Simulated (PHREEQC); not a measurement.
**Nickel, zinc or cadmium bath: an equilibrium model**

A solution holds 0.069 mol/kgw CdCl2, 8.8e-05 mol/kgw Na2SO4 and 6.4e-05 mol/kgw FeSO4, at 20 °C. Closed to the air; pH follows from the charge balance.

All values are PHREEQC results (ion-association model, phreeqc.dat), not measurements.

This is a speciation only: nothing precipitates in the calculation.

Task: What pH does the model give?

Result: pH 5.48.

Task: In which forms is Cd present?

Result: CdCl+ 64 %, Cd+2 24 %, CdCl2 12 %, CdCl3- 0.5 % of the Cd.
